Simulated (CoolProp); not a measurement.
Properties of C3F8 (R218) along the isotherm 373.7 K (Tc = 345.0 K, pc = 26.40 bar, ω = 0.317).

Computed with CoolProp (reference Helmholtz-energy equation of state, Lemmon 2006). It is a short technical equation, of lower accuracy than the large ones.

```csv
p (bar),phase,density (kg/m³),fugacity coefficient
6,gas,38.56,0.9445
12,gas,82.82,0.8895
18,gas,135.5,0.8349
24,gas,201.3,0.7804
30,supercritical,289.5,0.7262
36,supercritical,415.6,0.6723
42,supercritical,585.9,0.6203
48,supercritical,736.2,0.5733
54,supercritical,830.6,0.5337
60,supercritical,892.5,0.5009
66,supercritical,937.5,0.4738
```
